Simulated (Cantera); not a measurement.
**Hydrocarbon pyrolysis for carbon deposition**

A perfectly stirred reactor is fed with C3H8 : H2 = 1 : 13 (molar parts), at 2.70 Torr; it is held at 1173 K, and followed from long to short residence time.

Computed with Cantera and GRI-Mech 3.0 (53 species, 325 reactions). GRI-Mech 3.0 was tuned for natural gas; its chemistry of propane as a main component is partial and can be far from experiment. GRI-Mech 3.0 stops at C3 and has no aromatics, soot or wall deposition, so with more carbon than oxygen in the feed, carbon stays in small species such as C2H2 where larger ones or solid carbon would form. Radical loss at walls, strong at low pressure, is not modelled.

```json
[
 {"τ (s)": "8.4", "x C3H8": "0.000927", "x H2": "0.870", "x C2H4": "0.0329", "x CH4": "0.0658", "x CH3": "7.46e-5"},
 {"τ (s)": "2.9", "x C3H8": "0.00207", "x H2": "0.870", "x C2H4": "0.0439", "x CH4": "0.0653", "x CH3": "0.000108"},
 {"τ (s)": "0.99", "x C3H8": "0.00458", "x H2": "0.871", "x C2H4": "0.0510", "x CH4": "0.0629", "x CH3": "0.000170"},
 {"τ (s)": "0.34", "x C3H8": "0.0101", "x H2": "0.876", "x C2H4": "0.0520", "x CH4": "0.0574", "x CH3": "0.000283"},
 {"τ (s)": "0.12", "x C3H8": "0.0223", "x H2": "0.886", "x C2H4": "0.0440", "x CH4": "0.0454", "x CH3": "0.000459"},
 {"τ (s)": "0.040", "x C3H8": "0.0453", "x H2": "0.906", "x C2H4": "0.0239", "x CH4": "0.0237", "x CH3": "0.000593"},
 {"τ (s)": "0.014", "x C3H8": "0.0637", "x H2": "0.922", "x C2H4": "0.00703", "x CH4": "0.00674", "x CH3": "0.000450"},
 {"τ (s)": "0.0046", "x C3H8": "0.0702", "x H2": "0.928", "x C2H4": "0.00105", "x CH4": "0.000932", "x CH3": "0.000186"},
 {"τ (s)": "0.0016", "x C3H8": "0.0713", "x H2": "0.928", "x C2H4": "0.000142", "x CH4": "0.000105", "x CH3": "6.02e-5"},
 {"τ (s)": "0.00054", "x C3H8": "0.0714", "x H2": "0.929", "x C2H4": "1.71e-5", "x CH4": "9.97e-6", "x CH3": "1.69e-5"}
]
```
x: mole fraction; the columns are a selection and need not sum to one.
